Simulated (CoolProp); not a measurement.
The numbers come from the reference Helmholtz-energy equation of state, Lemmon 2013 in CoolProp.

**Question.** For propylene, give the phase and the density (kg/m³), cv (kJ/(kg K)), viscosity (µPa s), conductivity (mW/(m K)) at -52.75 °C and 18.5 MPa; -28.05 °C and 0.195 MPa; -76.35 °C and 0.185 MPa.

**Answer.** 
- -52.75 °C and 18.5 MPa: liquid; density 634, cv 1.38, viscosity 241, conductivity 156
- -28.05 °C and 0.195 MPa: gas; density 4.26, cv 1.18, viscosity 6.92, conductivity 12.2
- -76.35 °C and 0.185 MPa: liquid; density 645, cv 1.34, viscosity 278, conductivity 157

Viscosity comes from a separate model (Huber 2003), an estimate that may be off by 10 % or more. Thermal conductivity comes from a separate model (Huber 2003), an estimate that may be off by 10 % or more.
